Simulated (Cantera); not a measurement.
Charge: 1 mol Pb, 5 mol CO, 0.95 mol N2, equilibrated at 1148 K and 0.100 bar.

Equilibrium computed with Cantera from the NASA thermochemical tables; the gas is ideal and each condensed phase is pure. Candidate condensed phases: C, Pb, PbO, PbO2, Pb3O4; 27 gas species. Kinetics and transport are ignored.

Base state: CO 0.835, N2 0.160, CO2 0.00283, Pb 0.00280 (mole fractions); condensed: C(graphite) + Pb(l).

Q: What changes in the equilibrium state with this change: N2 from 0.95 to 4.4 mol?

A: 
```
species            before    after
----------------  -------  -------
CO                  0.835    0.529
N2                  0.160    0.467
Pb                0.00280  0.00280
CO2               0.00283  0.00114
C(graphite), mol   0.0169   0.0107
Pb(l), mol          0.983    0.974
```

Q: What changes in the equilibrium state with this change: temperature from 1148 K to 1598 K?

A: 
```json
[
 {"species": "CO", "before": "0.835", "after": "0.719"},
 {"species": "Pb", "before": "0.00280", "after": "0.144"},
 {"species": "N2", "before": "0.160", "after": "0.137"},
 {"species": "Pb2", "before": "5.99e-8", "after": "2.61e-5"},
 {"species": "CO2", "before": "0.00283", "after": "1.53e-5"},
 {"species": "C(graphite), mol", "before": "0.0169", "after": "0"},
 {"species": "Pb(l), mol", "before": "0.983", "after": "0"}
]
```
